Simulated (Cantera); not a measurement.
Feed: 1 mol TEOS, 0.31 mol CO2, equilibrated at 1.13 Torr.

Equilibrium computed with Cantera from the NASA thermochemical tables; the gas is ideal and each condensed phase is pure. Candidate condensed phases: C, C6H6, C7H8, C8H18, H2O, Si, SiC, SiO2; 123 gas species. The feed counts by its element totals alone. Equilibrium is a limit: real reactors are often held back by kinetics, nucleation or transport.

**Question.** Which condensed phases are stable at each of these points (T (°C)): 525, 550, 575, 600, 625, 650, 675, 700, 725, 750, 775, 800, 825, 850?

**Answer.** 
| T (°C) | condensed phases | Si condensed (%) |
|---|---|---|
| 525 | C(graphite) + SiO2(α-quartz) | 100.0 |
| 550 | C(graphite) + SiO2(α-quartz) | 100.0 |
| 575 | C(graphite) + SiO2(β-quartz) | 100.0 |
| 600 | C(graphite) + SiO2(β-quartz) | 100.0 |
| 625 | C(graphite) + SiO2(β-quartz) | 100.0 |
| 650 | C(graphite) + SiO2(β-quartz) | 100.0 |
| 675 | C(graphite) + SiO2(β-quartz) | 100.0 |
| 700 | C(graphite) + SiO2(β-quartz) | 100.0 |
| 725 | C(graphite) + SiO2(β-quartz) | 100.0 |
| 750 | C(graphite) + SiO2(β-quartz) | 100.0 |
| 775 | C(graphite) + SiO2(β-quartz) | 100.0 |
| 800 | C(graphite) + SiO2(β-quartz) | 100.0 |
| 825 | C(graphite) + SiO2(β-quartz) | 100.0 |
| 850 | C(graphite) + SiO2(β-quartz) | 100.0 |

From 525 °C to 550 °C the condensed part is C(graphite) + SiO2(α-quartz). From 575 °C to 850 °C the condensed part is C(graphite) + SiO2(β-quartz).
